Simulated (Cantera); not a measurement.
A closed system holds: 1 mol Ta, 4.3 mol CO₂, 110 mol H₂, at 1.20 bar.

Equilibrium computed with Cantera from the NASA thermochemical tables; the gas is ideal and each condensed phase is pure. Candidate condensed phases: C, C₆H₆, C₇H₈, C₈H₁₈, H₂O, Ta, TaC, Ta₂O₅; 113 gas species. The numbers say what is thermodynamically allowed, not how fast it happens.

Task: At 1675 K, list the 5 most abundant gas species with their mole fractions, and the condensed phases.

Result: H₂ 0.947, CO 0.0374, H₂O 0.0156, CO₂ 0.000186, H 0.000103. Condensed: Ta₂O₅(s).
